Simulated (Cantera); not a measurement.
**Equilibrium for iron carbonyl, mercury and lead vapours: Pb + O₂ + N₂ + H₂**

Charge: 1 mol Pb, 0.55 mol O₂, 15 mol N₂, 1.3 mol H₂, equilibrated at 0.00390 bar.

Method: chemical equilibrium by Gibbs-energy minimisation in Cantera with the NASA 1993 tables (ideal gas, pure condensed phases). Candidate condensed phases: H₂O, Pb, PbO, PbO₂, Pb₃O₄; 27 gas species. The numbers say what is thermodynamically allowed, not how fast it happens.

| T (K) | x N₂ | x H₂O | x Pb | x H₂ | x PbO | x Pb₂ | x H | n Pb(l) |
|---|---|---|---|---|---|---|---|---|
| 648 | 0.920 | 0.0675 | 2.16e-8 | 0.0123 | <1e-12 | <1e-12 | <1e-12 | 1.00 |
| 698 | 0.920 | 0.0675 | 2.60e-7 | 0.0123 | <1e-12 | <1e-12 | <1e-12 | 1.000 |
| 748 | 0.920 | 0.0675 | 2.24e-6 | 0.0123 | <1e-12 | <1e-12 | <1e-12 | 1.000 |
| 798 | 0.920 | 0.0675 | 1.47e-5 | 0.0123 | 5.55e-12 | 1.01e-12 | 4.73e-12 | 1.000 |
| 848 | 0.920 | 0.0675 | 7.67e-5 | 0.0123 | 8.50e-11 | 1.62e-11 | 3.38e-11 | 0.999 |
| 898 | 0.920 | 0.0675 | 0.000332 | 0.0123 | 9.59e-10 | 1.90e-10 | 1.94e-10 | 0.995 |
| 948 | 0.919 | 0.0674 | 0.00123 | 0.0123 | 8.37e-9 | 1.70e-9 | 9.29e-10 | 0.980 |
| 998 | 0.917 | 0.0672 | 0.00397 | 0.0122 | 5.88e-8 | 1.21e-8 | 3.81e-9 | 0.935 |
| 1048 | 0.910 | 0.0667 | 0.0115 | 0.0121 | 3.42e-7 | 7.15e-8 | 1.36e-8 | 0.811 |
| 1098 | 0.893 | 0.0655 | 0.0300 | 0.0119 | 1.70e-6 | 3.56e-7 | 4.32e-8 | 0.497 |
| 1148 | 0.867 | 0.0636 | 0.0578 | 0.0116 | 5.87e-6 | 9.94e-7 | 1.23e-7 | 0 |
| 1198 | 0.867 | 0.0636 | 0.0578 | 0.0116 | 1.00e-5 | 7.63e-7 | 3.27e-7 | 0 |
| 1248 | 0.867 | 0.0636 | 0.0578 | 0.0116 | 1.65e-5 | 5.97e-7 | 8.05e-7 | 0 |
x: gas mole fraction; n: condensed amount in mol.

From 648 K to 1098 K the condensed part is Pb(l). From 1148 K to 1248 K nothing is condensed. The main Pb-bearing gas is Pb throughout.
